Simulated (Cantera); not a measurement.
A closed system holds: 1 mol B2H6, 1.3 mol H2, at 12.0 Pa.

Method: chemical equilibrium by Gibbs-energy minimisation in Cantera with the NASA 1993 tables (ideal gas, pure condensed phases). Candidate condensed phases: B; 7 gas species. The feed counts by its element totals alone. The tables' values for BH2 are old estimates; treat these amounts as uncertain. Kinetics and transport are ignored.

log p: log10 of the partial pressure in bar; n: condensed amount in mol.

| T (K) | log p H2 | log p H | log p B | log p BH2 | n B(s) |
|---|---|---|---|---|---|
| 1448 | -3.92 | -7.00 | -12.41 | -9.17 | 2.00 |
| 1523 | -3.92 | ? | ? | -8.82 | 2.00 |
| 1598 | -3.92 | -6.24 | -10.52 | -8.52 | 2.00 |
| 1673 | -3.93 | -5.91 | -9.71 | -8.23 | 2.00 |
| 1748 | -3.93 | -5.61 | -8.96 | -7.98 | 2.00 |
| 1823 | -3.94 | -5.33 | -8.28 | -7.75 | 2.00 |
| 1898 | -3.95 | -5.08 | -7.65 | -7.55 | 2.00 |
| 1973 | -3.97 | -4.86 | -7.07 | -7.37 | 2.00 |
| 2048 | -4.01 | ? | ? | -7.22 | 1.99 |
| 2123 | -4.07 | -4.48 | -6.04 | -7.11 | 1.96 |
| 2198 | -4.15 | -4.33 | -5.57 | -7.03 | 1.87 |
| 2273 | -4.28 | -4.22 | -5.14 | -7.02 | 1.62 |
| 2348 | -4.50 | -4.16 | -4.74 | -7.09 | 0.814 |

Q: Fill in the missing entries.

A: 
- 1523, log p H: -6.60
- 1523, log p B: -11.42
- 2048, log p H: -4.66
- 2048, log p B: -6.54
